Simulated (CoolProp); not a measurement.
Nitrogen at 293.15 K and 1.55 MPa is throttled through a valve to 0.909 MPa with no heat exchange. Each further row changes one setting.

Values from CoolProp's reference Helmholtz-energy equation of state, Span 2000.

| case | temperature change (K) | final density (kg/m³) |
|---|---|---|
| as stated | -1.4 | 10.5 |
| outlet pressure 0.273 MPa | -2.8 | 3.17 |
| outlet pressure 1.18 MPa | -0.8 | 13.6 |
